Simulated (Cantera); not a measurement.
Charge: 1 mol SiCl4, 0.52 mol HCl, 0.46 mol H2, equilibrated at 0.100 bar.

These are equilibrium values from Cantera (NASA tables, ideal gas, pure condensed phases), not measurements of a reactor. Candidate condensed phases: Si; 19 gas species. The tables' values for SiCl3 are old estimates; treat these amounts as uncertain. Equilibrium is a limit: real reactors are often held back by kinetics, nucleation or transport.

log p: log10 of the partial pressure in bar; nothing condenses.

| T (K) | log p SiCl4 | log p HCl | log p H2 | log p SiHCl3 | log p SiCl3 | log p SiCl2 | log p SiH2Cl2 |
|---|---|---|---|---|---|---|---|
| 800 | -1.30 | -1.58 | -1.63 | -4.40 | -6.74 | -10.13 | -8.59 |
| 825 | -1.30 | -1.58 | -1.63 | -4.26 | -6.39 | -9.54 | -8.30 |
| 850 | -1.30 | -1.58 | -1.64 | ? | -6.06 | ? | ? |
| 875 | -1.30 | -1.58 | -1.64 | -4.01 | -5.76 | -8.45 | -7.77 |
| 900 | -1.30 | -1.58 | -1.64 | -3.90 | -5.46 | -7.95 | -7.53 |
| 925 | -1.30 | -1.58 | -1.64 | ? | -5.19 | ? | ? |
| 950 | -1.30 | -1.58 | -1.64 | -3.70 | -4.93 | -7.04 | -7.09 |
| 975 | -1.30 | -1.58 | -1.64 | -3.60 | -4.69 | -6.62 | -6.89 |
| 1000 | -1.30 | -1.58 | -1.64 | -3.52 | -4.46 | -6.23 | -6.70 |
| 1025 | -1.30 | -1.57 | -1.64 | -3.43 | -4.24 | -5.85 | -6.52 |
| 1050 | -1.30 | -1.57 | -1.64 | -3.36 | -4.03 | -5.50 | -6.35 |
| 1075 | -1.30 | -1.57 | -1.65 | -3.28 | -3.83 | -5.16 | -6.20 |
| 1100 | -1.30 | -1.57 | -1.65 | -3.22 | -3.65 | -4.84 | -6.05 |

Task: Fill in the missing entries.

Result: 
- 925, log p SiHCl3: -3.80
- 925, log p SiCl2: -7.49
- 925, log p SiH2Cl2: -7.30
- 850, log p SiHCl3: -4.13
- 850, log p SiCl2: -8.98
- 850, log p SiH2Cl2: -8.02
